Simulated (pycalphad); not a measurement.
All values are pycalphad results on the COST 507 light-alloy database (1999) (1 atm), not direct measurements. The data set is of 1999 and partly superseded. Phase fractions are per mole of atoms.

Q: Give the equilibrium state of Hf-40.63Ti-0.2206B (wt.%) at 877 °C.

A: 
```
T = 1150.00 K, P = 101325 Pa, N = 1 mol of atoms
G = -66587 J/mol, H = 28920 J/mol, S = 83.05 J/(mol K)  (SER reference)
chemical potentials (J/mol): Hf -80154, Ti -58596, B -178651
phase             fraction      x(Hf)      x(Ti)       x(B)
BCC_A2              0.9669     0.2844     0.7151   0.000477
BM                  0.0331     0.0308     0.4692     0.5000
```

Q: Give the equilibrium state of Hf-40.63Ti-0.2206B (wt.%) at 777 °C.

A: hcp, fraction 0.968, with 40.3 Ti, 0.01 B wt.%; BM, fraction 0.032, with 70.6 Ti, 16.7 B wt.%.

Database names, with the compositions (at.%) that they take in these runs: BM: Ti 45-50 B 50 Hf 0-5. BCC_A2 is bcc.
